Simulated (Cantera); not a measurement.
An adiabatic, constant-pressure homogeneous reactor starts with H₂ : O₂ : N₂ = 1 : 0.312 : 2.53 (molar parts), at 1823 K and 1200 Torr.

Cantera simulation using GRI-Mech 3.0 (53 species, 325 reactions); the numbers are that mechanism's predictions, not measurements.

One state of this run: T (K) = 2760; x H₂ = 0.103; x O₂ = 0.000549; x H₂O = 0.163; x H = 0.0181; x NO₂ = 5.23e-8; x NO = 0.00116. x: mole fraction; the columns are a selection and need not sum to one.

Which value of t (s) does it belong to?
A) 0.00107
B) 0.162
C) 2.46e-5
D) 0.0462

A, 0.00107
